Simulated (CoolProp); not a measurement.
Saturation properties of methanol.

The numbers come from the reference Helmholtz-energy equation of state, de Reuck 1993 in CoolProp.

| T (°C) | p (bar) | vapour density (kg/m³) | liquid viscosity (µPa s) | vapour viscosity (µPa s) |
|---|---|---|---|---|
| 129.55 | 8.318 | 9.394 | 167 | 12.6 |
| 132.15 | 8.910 | 10.07 | 163 | 12.6 |
| 134.85 | 9.559 | 10.82 | 159 | 12.7 |
| 137.55 | 10.25 | 11.61 | 155 | 12.8 |
| 140.25 | 10.97 | 12.46 | 151 | 12.8 |
| 142.95 | 11.74 | 13.36 | 147 | 12.9 |
| 145.65 | 12.54 | 14.32 | 143 | 13.0 |
| 148.25 | 13.36 | 15.30 | 140 | 13.0 |
| 150.95 | 14.25 | 16.38 | 136 | 13.1 |
| 153.65 | 15.19 | 17.53 | 133 | 13.2 |
| 156.35 | 16.18 | 18.75 | 129 | 13.3 |
| 159.05 | 17.22 | 20.05 | 126 | 13.3 |
| 161.75 | 18.31 | 21.43 | 123 | 13.4 |
| 164.35 | 19.41 | 22.84 | 120 | 13.5 |

It boils at 64.5 °C under 1 atm.

Viscosity comes from a separate model (Xiang 2006).
